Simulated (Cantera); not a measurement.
Input: 1 mol BF3, 0.35 mol O2, 0.79 mol H2, equilibrated at 750 Torr.

Cantera equilibrium calculation (NASA polynomials, part measured and part estimated; ideal gas, pure solids and liquids). Candidate condensed phases: B, B2O3, B3O3H3, H2O; 43 gas species. Gases not in the tables: H3BO3. Kinetics and transport are ignored. All values below are at 1202 °C.

Base state: HF 0.345, BF3 0.341, H2O 0.180, H2 0.0458, BOF 0.0413, B3O3F3 0.0397, HBO2 0.00726, (HBO2)3 0.000260 (mole fractions); condensed: gas only.

Problem. What changes in the equilibrium state with this change: pressure from 750 Torr to 1.00 Torr?

Solution. 
```tsv
species	before	after
HF	0.345	0.547
BOF	0.0413	0.271
BF3	0.341	0.134
B3O3F3	0.0397	1.99e-5
H2O	0.180	0.0101
H2	0.0458	0.0365
(HBO2)3	0.000260	<1e-9
H	2.78e-6	6.79e-5
BF2	7.75e-6	4.69e-5
```
The tables' values for BF2 are old estimates; treat these amounts as uncertain.
